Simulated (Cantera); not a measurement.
An isothermal, constant-pressure homogeneous reactor starts with CO : O2 : H2O : N2 = 0.0067 : 0.085 : 0.0013 : 1 (molar parts), equivalence ratio 0.039, at 1325 K and 10.0 bar.

Computed with Cantera and GRI-Mech 3.0 (53 species, 325 reactions).

### Question
Predict: x(CO) at 20.0 s; x(O2) at 20.0 s; x(H2O) at 20.0 s; x(HO2) at 20.0 s; x(O) at 20.0 s; x(NO) at 20.0 s; x(CO2) at 20.0 s.

### Answer
| Item | Value |
|---|---|
| x(CO) at 20.0 s | 1.79e-9 (gas-phase equilibrium 1.79e-9) |
| x(O2) at 20.0 s | 0.0749 (gas-phase equilibrium 0.0748) |
| x(H2O) at 20.0 s | 0.00119 (gas-phase equilibrium 0.00119) |
| x(HO2) at 20.0 s | 4.24e-9 (gas-phase equilibrium 4.23e-9) |
| x(O) at 20.0 s | 2.40e-8 (gas-phase equilibrium 2.40e-8) |
| x(NO) at 20.0 s | 7.17e-7 (gas-phase equilibrium 0.000301) |
| x(CO2) at 20.0 s | 0.00615 (gas-phase equilibrium 0.00615) |
